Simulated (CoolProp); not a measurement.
A closed Brayton cycle with dry air: compressor inlet 326.15 K and 7.7 MPa, high pressure 22.9 MPa, turbine inlet 945 K, compressor efficiency 0.8, turbine efficiency 0.93, recuperator effectiveness 0.8 (on enthalpy, no pinch check). Each further row changes one setting.

Computed with CoolProp (reference Helmholtz-energy equation of state, Lemmon 2000). It is a pseudo-pure fit of the blend.

| case | thermal efficiency (%) | net work (kJ/kg) | compressor to turbine work | compressor exit (K) | turbine exit (K) |
|---|---|---|---|---|---|
| as stated | 30.6 | 94.7 | 0.62 | 475.8 | 728.0 |
| turbine inlet 895 K | 28.3 | 81.4 | 0.66 | 475.8 | 687.6 |
| compressor inlet 336.15 K | 29.3 | 89.6 | 0.64 | 490.2 | 728.0 |
| high pressure 19.5 MPa | 30.6 | 88.3 | 0.59 | 450.8 | 756.8 |
| recuperator effectiveness 0.5 | 24.2 | 94.7 | 0.62 | 475.8 | 728.0 |
